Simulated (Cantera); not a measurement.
**TEOS + NO + H2 (silicon oxide and oxynitride deposition)**

Input: 1 mol TEOS, 1.5 mol NO, 7.1 mol H2, at 170 Pa.

Cantera equilibrium calculation (NASA polynomials, part measured and part estimated; ideal gas, pure solids and liquids). Candidate condensed phases: C, C6H6, C7H8, C8H18, H2O, Si, SiC, SiO2, Si2N2O, Si3N4; 151 gas species. The feed counts by its element totals alone. Rates play no part.

At 1325 K the condensed part is C(graphite) + Si2N2O(s). From 1400 K to 2075 K the condensed part is C(graphite) + SiC(s). The main Si-bearing gas is SiO at 1325 K and Si at 2075 K. The share of Si in condensed phases is highest at 1325 K (99.8 %) and lowest at 2075 K (82.0 %).

```
T (K)   x H2   x CO       x H    x N2      x Si     x HCN     x SiO  x C2H2 (acetylene)  n C(graphite)  n Si2N2O(s)  n SiC(s)
-----  -----  -----  --------  ------  --------  --------  --------  ------------------  -------------  -----------  --------
1325   0.765  0.224   3.47e-5  0.0112  1.05e-10   2.42e-5  0.000107             6.51e-7           3.00        0.499         0
1400   0.732  0.235  0.000101  0.0321   2.32e-9   7.61e-5  0.000294             1.84e-6           1.51            0     0.993
1475   0.732  0.235  0.000269  0.0320   2.23e-8  0.000135  0.000414             4.88e-6           1.52            0     0.990
1550   0.732  0.235  0.000653  0.0320   1.72e-7  0.000227  0.000564             1.17e-5           1.52            0     0.987
1625   0.731  0.235   0.00146  0.0319   1.10e-6  0.000364  0.000745             2.60e-5           1.52            0     0.983
1700   0.729  0.234   0.00305  0.0318   5.92e-6  0.000558  0.000959             5.35e-5           1.53            0     0.977
1775   0.727  0.234   0.00598  0.0316   2.77e-5  0.000822   0.00121            0.000103           1.53            0     0.971
1850   0.722  0.233    0.0111  0.0313  0.000114   0.00117   0.00149            0.000189           1.54            0     0.962
1925   0.714  0.231    0.0196  0.0309  0.000421   0.00161   0.00180            0.000327           1.54            0     0.947
2000   0.701  0.229    0.0330  0.0304   0.00140   0.00215   0.00213            0.000538           1.56            0     0.912
2075   0.680  0.226    0.0533  0.0296   0.00429   0.00278   0.00248            0.000844           1.61            0     0.820
```
x: gas mole fraction; n: condensed amount in mol.
